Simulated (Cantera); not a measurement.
Input: 1 mol MgO, a varied amount of HBr, 17 mol O₂, held at 1475 K and 13.3 mbar.

Cantera equilibrium calculation (NASA polynomials, part measured and part estimated; ideal gas, pure solids and liquids). Candidate condensed phases: Br₂, H₂O, Mg, MgBr₂, MgO, Mg(OH)₂; 20 gas species. The numbers say what is thermodynamically allowed, not how fast it happens.

Question: At 37 mol HBr, list the 7 most abundant gas species with their mole fractions, and the condensed phases.

Answer: Br 0.444, H₂O 0.261, O₂ 0.156, HBr 0.0993, Br₂ 0.0385, MgBr₂ 0.00115, OH 0.000277. Condensed: MgO(s).
